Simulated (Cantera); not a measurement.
What does this Cantera script print?

```python
import numpy as np
import cantera as ct

gas = ct.Solution("gri30.yaml")
gas.TPX = 573, 84000, {'CH4': 1, 'O2': 4.76, 'N2': 17.9, 'H2O': 1.4}
inlet = ct.Reservoir(gas, clone=True)
gas.equilibrate("HP")  # start burning
reactor = ct.IdealGasConstPressureReactor(gas, energy="on", clone=False)
exhaust = ct.Reservoir(gas, clone=True)
tau = [0.14, 0.06, 0.026, 0.012, 0.0051, 0.0022, 0.00098, 0.00043, 0.00019, 8.4e-05][0]
for a, b in ((inlet, reactor), (reactor, exhaust)):
    ct.MassFlowController(a, b, mdot=lambda t: reactor.mass / tau)
net = ct.ReactorNet([reactor])
show = ['CH4', 'O2', 'H2O', 'C2H4', 'CO', 'C2H', 'HCO']

rows = []
print(f"{'tau/s':>10s}{'T/K':>9s}" + "".join(f"{s:>11s}" for s in show))
for tau in [0.14, 0.06, 0.026, 0.012, 0.0051, 0.0022, 0.00098, 0.00043, 0.00019, 8.4e-05]:
    net.initial_time = 0.0
    net.advance(30 * tau)
    before = gas.X
    net.advance(40 * tau)
    drift = np.max(np.abs(gas.X - before) / (gas.X + 1e-9))
    rows.append([gas.T, *gas[show].X, drift])
    print(f"{tau:10.3e}{gas.T:9.1f}" + "".join(f"{x:11.3e}" for x in gas[show].X))
```

Output:

```
     tau/s      T/K        CH4         O2        H2O       C2H4         CO        C2H        HCO
 1.400e-01   1481.6  2.361e-05  1.102e-01  1.353e-01  1.530e-08  2.567e-04  3.658e-13  8.265e-09
 6.000e-02   1478.6  4.105e-05  1.103e-01  1.352e-01  2.947e-08  4.663e-04  6.946e-13  1.998e-08
 2.600e-02   1473.5  7.155e-05  1.105e-01  1.349e-01  5.372e-08  8.457e-04  1.210e-12  4.799e-08
 1.200e-02   1465.5  1.216e-04  1.108e-01  1.346e-01  9.148e-08  1.479e-03  1.894e-12  1.080e-07
 5.100e-03   1449.8  2.279e-04  1.116e-01  1.340e-01  1.709e-07  2.794e-03  2.964e-12  2.638e-07
 2.200e-03   1419.4  4.760e-04  1.134e-01  1.328e-01  4.044e-07  5.479e-03  4.775e-12  6.295e-07
 9.800e-04    573.0  3.990e-02  1.899e-01  5.587e-02 -1.036e-18 -8.655e-17 -1.669e-44 -4.096e-32
 4.300e-04    573.0  3.990e-02  1.899e-01  5.587e-02 -1.952e-21 -1.631e-19 -4.718e-49 -7.582e-35
 1.900e-04    573.0  3.990e-02  1.899e-01  5.587e-02 -1.233e-22 -1.030e-20 -4.818e-50 -4.693e-36
 8.400e-05    573.0  3.990e-02  1.899e-01  5.587e-02 -7.788e-24 -6.507e-22 -1.706e-51 -2.774e-37
```

Model: GRI-Mech 3.0 (53 species, 325 reactions), integrated in Cantera.
